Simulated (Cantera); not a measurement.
## Low-pressure radical oxidation in H2/O2

A perfectly stirred reactor is fed with H₂ : O₂ : N₂ = 0.037 : 1 : 3.5 (molar parts), at 20.0 Torr; it is held at 923 K, and followed from long to short residence time.

Model: the H2/O2 subset of GRI-Mech 3.0, which has no nitrogen chemistry, integrated in Cantera. Radical loss at walls, strong at low pressure, is not modelled. Below about 950 K walls govern HO2 and H2O2 in real vessels.

```csv
τ (s),x H₂,x O₂,x H₂O₂,x H₂O,x HO₂,x O,x OH
3.2,0.000159,0.217,3.46e-8,0.00801,1.08e-6,9.38e-5,3.54e-5
1.5,0.000239,0.217,4.31e-8,0.00791,1.40e-6,0.000141,4.93e-5
0.66,0.000370,0.217,5.42e-8,0.00776,1.81e-6,0.000217,7.10e-5
0.30,0.000561,0.217,6.62e-8,0.00753,2.22e-6,0.000321,0.000100
0.14,0.000839,0.217,7.87e-8,0.00719,2.62e-6,0.000459,0.000139
0.063,0.00128,0.217,9.15e-8,0.00665,3.00e-6,0.000644,0.000191
0.029,0.00193,0.217,1.02e-7,0.00585,3.28e-6,0.000840,0.000248
0.013,0.00297,0.218,1.07e-7,0.00466,3.46e-6,0.000985,0.000298
0.0060,0.00447,0.218,1.00e-7,0.00313,3.49e-6,0.000933,0.000301
```
x: mole fraction; the columns are a selection and need not sum to one.
